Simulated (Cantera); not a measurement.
Input: 1 mol BN, 0.51 mol O2, 44 mol H2, at 1073 K and 0.370 bar.

Equilibrium computed with Cantera from the NASA thermochemical tables; the gas is ideal and each condensed phase is pure. Candidate condensed phases: B, BN, B2O3, B3O3H3, H2O; 39 gas species. Mutual solubility and eutectic melting of coexisting phases are not modelled. Gases not in the tables: H3BO3. Rates play no part.

Base state: H2 0.991, N2 0.00723, H2O 0.00130, NH3 1.15e-5 (mole fractions); condensed: BN(s) + B2O3(l).

**Question.** What changes in the equilibrium state with this change: temperature from 1073 K to 1998.15 K?

**Answer.** 
```tsv
species	before	after
H2	0.991	0.965
HBO	6.47e-8	0.0187
N2	0.00723	0.0110
B2O2	<1e-9	0.000985
BO	<1e-9	0.000729
B2O3	<1e-9	0.000137
BN(s), mol	0.358	0.00424
B2O3(l), mol	0.321	0
```
The tables' values for BH2 are old estimates; treat these amounts as uncertain.

**Question.** What changes in the equilibrium state with this change: pressure from 0.370 bar to 0.133 bar?

**Answer.** 
| species | before | after |
|---|---|---|
| H2 | 0.991 | 0.992 |
| N2 | 0.00723 | 0.00736 |
| H2O | 0.00130 | 0.000929 |
| NH3 | 1.15e-5 | 4.18e-6 |
| BN(s), mol | 0.358 | 0.348 |
| B2O3(l), mol | 0.321 | 0.326 |
